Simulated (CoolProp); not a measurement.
Saturated liquid density (kg/m³) of chlorine: the reference equation beside estimates from Tc = 143.7 °C, pc = 76.42 bar, ω = 0.070. Rackett uses Z = 0.29056 − 0.08775 ω.

Model: reference Helmholtz-energy equation of state, Thol 2021, in CoolProp.

| T (°C) | reference | Rackett | Redlich-Kwong | Peng-Robinson |
|---|---|---|---|---|
| -57.25 | 1627 | 1526 | 1505 | 1686 |
| -49.15 | 1605 | 1507 | 1486 | 1667 |
| -41.05 | 1583 | 1489 | 1466 | 1647 |
| -32.95 | 1561 | 1470 | 1445 | 1626 |
| -24.85 | 1538 | 1451 | 1424 | 1604 |
| -16.75 | 1516 | 1432 | 1401 | 1581 |
| -8.65 | 1493 | 1412 | 1378 | 1557 |
| -0.55 | 1469 | 1391 | 1354 | 1533 |
| 7.55 | 1446 | 1370 | 1330 | 1507 |
| 15.65 | 1421 | 1349 | 1304 | 1479 |
| 23.75 | 1397 | 1326 | 1277 | 1451 |
| 31.85 | 1371 | 1303 | 1249 | 1421 |
| 39.95 | 1345 | 1280 | 1219 | 1389 |

Absolute difference from the reference over all 13 rows, mean and median: Rackett 5.5 and 5.4 %, Redlich-Kwong 8.0 and 7.7 %, Peng-Robinson 4.0 and 4.1 %.
